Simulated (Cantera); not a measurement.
Feed: 1 mol HMDSO, 8.2 mol N2O, 8.2 mol H2, equilibrated at 0.113 Torr.

Cantera equilibrium calculation (NASA polynomials, part measured and part estimated; ideal gas, pure solids and liquids). Candidate condensed phases: C, C6H6, C7H8, C8H18, H2O, Si, SiC, SiO2, Si2N2O, Si3N4; 151 gas species. The feed counts by its element totals alone. Mutual solubility and eutectic melting of coexisting phases are not modelled. The tables hold silica as quartz up to 1696 K and as liquid above; real silica turns to tridymite and cristobalite and melts near 1996 K. Kinetics and transport are ignored.

Task: At 1077 °C, list the 5 most abundant gas species with their mole fractions, and the condensed phases.

Result: H2 0.549, N2 0.255, CO 0.191, SiO 0.00499, H 0.000144. Condensed: SiO2(β-quartz) + Si2N2O(s).
